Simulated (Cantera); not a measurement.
A Cantera script and what it prints.

```python
import numpy as np
import cantera as ct

gas_names = """
    H H2 N NH NH2 NH3 N2 N2H2 N2H4 Si SiH SiH2 SiH3 SiH4 SiN Si2 Si2N Si3
""".split()
cond_names = """
    Si(cr) Si(L) Si3N4(a)
""".split()


# ... load() reads the species with a 1 bar reference pressure and builds the phases ...
atoms = {
    'SiH4': {'Si': 1, 'H': 4},
    'NH3': {'N': 1, 'H': 3},
    'N2': {'N': 2},
}
top_T = {'Si3N4(a)': 2400}  # K; cautious upper limits of use, not melting points


# ... equilibrate(T, P, feed) seeds the gas with the atoms and calls Mixture.equilibrate('TP', solver="vcs", rtol=1e-11, max_steps=5000) ...
results = []
feed = {'SiH4': 1, 'NH3': 5.6, 'N2': 96}  # mol
T = 1525  # K
for P in [5, 21, 85, 350, 1400, 5900, 24000, 100000]:
    mix = equilibrate(T, P, feed)
    results.append((T, P, feed, dict(zip(mix.species_names, mix.species_moles))))

top = {s: max(r[3][s] / sum(r[3][g] for g in gas_names) for r in results) for s in gas_names}
cols = sorted((s for s in top if top[s] > 1e-06), key=lambda s: -top[s])[:7]
seen = [c for c in cond_names if any(r[3].get(c, 0) > 1e-12 for r in results)]
print("log10 of partial pressures in bar; condensed amounts in mol")
print(f"{'P/Pa':>10s}" + "".join(f"{s[:9]:>10s}" for s in cols + seen))
for T, P, feed, n in results:
    ng = sum(n[g] for g in gas_names)
    print(f"{P:10.4g}" + "".join(f"{np.log10(max(n[s] / ng * P / 1e5, 1e-99)):10.3f}" for s in cols)
          + "".join(f"{n.get(c, 0):10.4g}" for c in seen))
```

It prints:

```
log10 of partial pressures in bar; condensed amounts in mol
      P/Pa        N2        H2         H        Si      Si2N       SiN       SiH    Si(cr)  Si3N4(a)
         5    -4.345    -5.325    -7.289    -7.724    -9.644    -9.833    -9.924     0.957         0
        21    -3.722    -4.698    -6.975    -7.986    -9.855    -9.783    -9.872         0    0.3314
        85    -3.114    -4.090    -6.671    -8.391   -10.362    -9.884    -9.973         0    0.3331
       350    -2.500    -3.475    -6.363    -8.800   -10.874    -9.987   -10.075         0    0.3333
      1400    -1.898    -2.873    -6.062    -9.202   -11.375   -10.087   -10.176         0    0.3333
      5900    -1.273    -2.248    -5.750    -9.618   -11.896   -10.191   -10.280         0    0.3333
   2.4e+04    -0.664    -1.638    -5.445   -10.024   -12.404   -10.293   -10.381         0    0.3333
     1e+05    -0.044    -1.019    -5.135   -10.438   -12.920   -10.396   -10.485         0    0.3333
```

Method: chemical equilibrium by Gibbs-energy minimisation in Cantera with the NASA 1993 tables (ideal gas, pure condensed phases).
